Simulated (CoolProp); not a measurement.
Vapour-liquid equilibrium of R134a (1) + R1234ze(E) (2) at 0.0147 MPa; x and y are mole fractions of (1).

The numbers come from the multi-fluid Helmholtz-energy mixture model, Tillner-Roth 1994 and Thol 2016; pair parameters Bell 2022 in CoolProp.

Question: Give the bubble temperature and the first vapour's composition at x = 0.05, 0.35, 0.65. Is there an azeotrope?

Answer: x = 0.05: 216.7 K, y = 0.089; x = 0.35: 214.1 K, y = 0.450; x = 0.65: 212.8 K, y = 0.705. No azeotrope shows between x = 0.05 and 0.95.

Pair parameters are fitted to limited data, so mixtures are less certain than the pure fluids.
